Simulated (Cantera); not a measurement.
Counterflow diffusion flame

A counterflow diffusion flame at 525 Torr, nozzles 20 mm apart: fuel side H2 = 1 (molar parts) at 525 K, oxidiser side O2 : N2 = 0.19 : 0.81 (molar parts) at 725 K, fuel mass flux 0.31 times the oxidiser's; mixture-averaged transport, no radiation.

Model: the H2/O2 subset of GRI-Mech 3.0, which has no nitrogen chemistry, integrated in Cantera. The maximum strain rate includes the flame's own expansion and is several times the mean.

```
oxidiser flux (kg/m²/s)  max strain (1/s)  mean strain (1/s)  T max (K)  peak x OH  peak x H  peak x H2O  peak x HO2
-----------------------  ----------------  -----------------  ---------  ---------  --------  ----------  ----------
0.42                                 1050                264       2329     0.0206    0.0254       0.245     4.64e-5
0.58                                 1430                365       2276     0.0206    0.0283       0.243     5.46e-5
0.81                                 1990                510       2217     0.0202    0.0316       0.240     6.32e-5
1.1                                  2690                692       2160     0.0197    0.0348       0.238     7.09e-5
1.6                                  3900               1010       2084     0.0189    0.0384       0.235     7.94e-5
2.2                                  5320               1380       2032     0.0184    0.0425       0.233     8.65e-5
3                                    7240               1890       1970     0.0175    0.0462       0.230     9.41e-5
4.2                                 10100               2640       1903     0.0164    0.0503       0.227    0.000101
5.8                                 14000               3650       1829     0.0150    0.0534       0.224    0.000108
```
x: mole fraction; the columns are a selection and need not sum to one.
